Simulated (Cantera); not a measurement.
## Equilibrium for silicon oxide and oxynitride deposition: SiCl4 + O2 + H2

A closed system holds: 1 mol SiCl4, 17 mol O2, 0.11 mol H2, equilibrated at 1650 K and 15.0 Pa.

Cantera equilibrium calculation (NASA polynomials, part measured and part estimated; ideal gas, pure solids and liquids). Candidate condensed phases: H2O, Si, SiO2; 30 gas species. The tables hold silica as quartz up to 1696 K and as liquid above; real silica turns to tridymite and cristobalite and melts near 1996 K. Equilibrium is a limit: real reactors are often held back by kinetics, nucleation or transport.

```
Quantity                             Result
--------------------------------  ---------
x(O2)                                 0.798
x(Cl)                                 0.189
x(HCl)                               0.0107
x(O)                                0.00189
x(Cl2)                             0.000249
x(OH)                              0.000103
x(H2O)                             0.000101
x(ClO)                              4.26e-5
x(H)                                2.44e-6
n(SiO2(β-quartz))                 1.000 mol
gas amount                        20.02 mol
log10 activity of Si(s) (absent)     -15.63
```
